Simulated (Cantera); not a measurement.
A perfectly stirred reactor is fed with 4.79 % CH4, 20.0 % O2, 75.2 % N2, at 560000 Pa; it is adiabatic with a 775 K inlet, and is followed from long to short residence time, starting on the burning branch (τ in s: 0.4, 0.11, 0.03, 0.0084, 0.0023, 0.00063, 0.00017, 4.8e-05, 1.3e-05).

Computed with Cantera and GRI-Mech 3.0 (53 species, 325 reactions).

Q: Predict: blow-out, bracketed by the residence times tried; x(CH4) at τ = 0.400 s; x(O2) at τ = 0.400 s; x(HO2) at τ = 0.400 s; x(CH2O) at τ = 0.400 s; x(CH4) at τ = 2.30 ms; x(O2) at τ = 2.30 ms; x(HO2) at τ = 2.30 ms; x(CH2O) at τ = 2.30 ms.

A: 
* **blow-out, bracketed by the residence times tried**: burning at 0.170 ms, out at 48.0 µs
* **x(CH4) at τ = 0.400 s**: 1.12e-6
* **x(O2) at τ = 0.400 s**: 0.104
* **x(HO2) at τ = 0.400 s**: 1.26e-6
* **x(CH2O) at τ = 0.400 s**: 1.16e-7
* **x(CH4) at τ = 2.30 ms**: 6.47e-5
* **x(O2) at τ = 2.30 ms**: 0.104
* **x(HO2) at τ = 2.30 ms**: 8.02e-6
* **x(CH2O) at τ = 2.30 ms**: 7.63e-6
